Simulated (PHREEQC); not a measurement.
Dissolve 2.2 mmol/kgw Na2SiO3 and 0.18 mmol/kgw (CH3)4NCl at 5.2 °C. Closed to the air; pH follows from the charge balance.

All values are PHREEQC results (ion-association model, phreeqc.dat), not measurements.

Q: The ionic strength comes out as 0.00462 mol/kgw. What activity coefficients do OH-, Na+, H3SiO4-, H2SiO4-2, Cl- get?

A: OH- 0.93, Na+ 0.93, H3SiO4- 0.93, H2SiO4-2 0.76, Cl- 0.93.

This is a speciation only: nothing precipitates in the calculation. Species that the database lacks are ignored. (CH3)4N+ isn't in the database: it is added as a free cation with an ion size of 4 Å. Constants without temperature data keep their 25 °C values here.
